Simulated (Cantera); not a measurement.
Cantera run, input and output.

```python
import numpy as np
import cantera as ct

gas = ct.Solution("gri30.yaml")
gas.TPX = 1350, 13332, {'N2O': 1}
reactor = ct.IdealGasConstPressureReactor(gas, energy="off", clone=False)
net = ct.ReactorNet([reactor])
net.rtol, net.atol = 1e-08, 1e-18
show = ['N2O', 'NO', 'O', 'NO2', 'O2']
times = np.geomspace(2e-05, 300, 11)

steps = ct.SolutionArray(gas, extra=["t"])
rows = []
print(f"{'t/s':>10s}{'T/K':>9s}{'P/Pa':>11s}" + "".join(f"{s:>11s}" for s in show))
for t in times:
    while net.time < t:
        t_next = net.step()
        steps.append(gas.state, t=t_next)
    rows.append([np.interp(t, steps.t, y) for y in (steps.T, steps.P, *steps(*show).X.T)])
    print(f"{t:10.3e}{rows[-1][0]:9.1f}{rows[-1][1]:11.4g}" + "".join(f"{x:11.3e}" for x in rows[-1][2:]))
rate = np.gradient(steps.T, steps.t)
print("integrator steps:", len(steps.t))
if steps.T.max() > steps.T[0] + 200:
    print(f"time of steepest temperature rise: {steps.t[rate.argmax()]:.4e} s")
gas.TPX = 1350, 13332, {'N2O': 1}
gas.equilibrate("TP")
print(f"equilibrium (TP): T = {gas.T:.1f} K  " + "  ".join(f"{s} {gas[s].X[0]:.3e}" for s in show))
```

Output:

```
       t/s      T/K       P/Pa        N2O         NO          O        NO2         O2
 2.000e-05   1350.0  1.333e+04  1.000e+00  1.002e-06  7.266e-06  2.357e-13  2.405e-06
 1.044e-04   1350.0  1.333e+04  9.999e-01  1.351e-05  1.389e-05  4.267e-11  3.244e-05
 5.448e-04   1350.0  1.333e+04  9.992e-01  9.056e-05  1.423e-05  1.899e-09  2.174e-04
 2.844e-03   1350.0  1.333e+04  9.957e-01  4.921e-04  1.423e-05  5.323e-08  1.182e-03
 1.484e-02   1350.0  1.333e+04  9.777e-01  2.557e-03  1.423e-05  1.123e-06  6.141e-03
 7.746e-02   1350.0  1.333e+04  8.906e-01  1.254e-02  1.418e-05  1.183e-05  3.017e-02
 4.043e-01   1350.0  1.333e+04  5.691e-01  4.918e-02  1.386e-05  5.694e-05  1.190e-01
 2.110e+00   1350.0  1.333e+04  9.113e-02  1.008e-01  1.055e-05  1.319e-04  2.524e-01
 1.101e+01   1350.0  1.333e+04  3.505e-04  1.061e-01  7.151e-07  3.634e-04  2.798e-01
 5.748e+01   1350.0  1.333e+04  3.029e-06  1.059e-01  6.171e-07  3.962e-04  2.800e-01
 3.000e+02   1350.0  1.333e+04  2.983e-06  1.051e-01  6.176e-07  3.935e-04  2.804e-01
integrator steps: 1180
equilibrium (TP): T = 1350.0 K  N2O 1.372e-08  NO 6.304e-04  O 6.712e-07  NO2 2.575e-06  O2 3.330e-01
```

Cantera simulation using GRI-Mech 3.0 (53 species, 325 reactions); the numbers are that mechanism's predictions, not measurements. GRI-Mech 3.0 was tuned for natural gas; its chemistry of N2O as a main component is partial and can be far from experiment. The mechanism lacks the step 2 NO + O2 → 2 NO2, which can matter for NO2 below about 1400 K. The temperature is held fixed by assumption; the heat of reaction is taken as removed at once.
